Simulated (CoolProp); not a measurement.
Vapour-liquid equilibrium of carbon dioxide (1) + ethane (2) at 0.834 MPa; x and y are mole fractions of (1).

The numbers come from the multi-fluid Helmholtz-energy mixture model, Span 1996 and Bücker 2006; pair parameters Kunz 2012 in CoolProp.

### Question
Give the bubble temperature and the first vapour's composition at x = 0.65, 0.85, 0.95. Is there an azeotrope?

### Answer
x = 0.65: -51.4 °C, y = 0.630; x = 0.85: -50.2 °C, y = 0.737; x = 0.95: -47.6 °C, y = 0.871. y crosses x between x = 0.55 and 0.65: the model has an azeotrope there.

Pair parameters are fitted to limited data, so mixtures are less certain than the pure fluids.
